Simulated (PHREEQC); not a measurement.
Solution (25 °C): 22 mmol/kgw HF, 29 mmol/kgw (NH4)2SiF6 and 0.38 mmol/kgw H2SO4. Closed to the air; pH follows from the charge balance.

Model: ion-association model, phreeqc.dat, run in PHREEQC.

```json
[
 {"quantity": "pH", "before": "2.40", "after": "2.52"},
 {"quantity": "ionic strength (mol/kgw)", "before": "0.0920", "after": "0.0909"},
 {"quantity": "HF (mol/kgw)", "before": "0.0176", "after": "0.0188"},
 {"quantity": "F- (mol/kgw)", "before": "0.00388", "after": "0.00284"},
 {"quantity": "HF2- (mol/kgw)", "before": "0.000262", "after": "0.000234"},
 {"quantity": "SO4-2 (mol/kgw)", "before": "0.000260", "after": "0.000240"},
 {"quantity": "SI of Quartz (SiO2)", "before": "-3.41", "after": "-1.31"}
]
```

Task: Which change was made?
(A) temperature from 25 to 60 °C
(B) HF from 0.022 to 0.0044 mol/kgw
(C) 0.001 mol/kgw Na2SO4 added

Result: A, temperature from 25 to 60 °C

This is a speciation only: nothing precipitates in the calculation. At this temperature some constants are extrapolated from 25 °C, and those without enthalpy data are left unchanged. SiF6-2 is the database's only silicon fluoride.
